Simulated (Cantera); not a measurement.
Abatement and gas-phase synthesis: SO₂ + O₂

Feed: 1 mol SO₂, 2.1 mol O₂, at 2048 K.

These are equilibrium values from Cantera (NASA tables, ideal gas, pure condensed phases), not measurements of a reactor. Candidate condensed phases: S; 10 gas species. The ideal-gas law is rough above about 30 bar. Rates play no part.

From 10.0 Pa to 300 bar nothing is condensed.

```csv
P (Pa),x O₂,x SO₂,x O,x SO₃,x SO,x S,x O₃
10,0.616,0.300,0.0752,1.16e-5,0.00869,8.15e-5,3.45e-10
200,0.663,0.317,0.0175,5.69e-5,0.00198,4.00e-6,1.73e-9
3900,0.674,0.321,0.00399,0.000257,0.000450,2.04e-7,7.81e-9
77000,0.676,0.321,0.000899,0.00114,0.000101,1.03e-8,3.49e-8
1500000,0.676,0.318,0.000204,0.00499,2.27e-5,5.24e-10,1.54e-7
30000000,0.674,0.305,4.55e-5,0.0213,4.87e-6,2.52e-11,6.85e-7
```
x: gas mole fraction; nothing condenses.
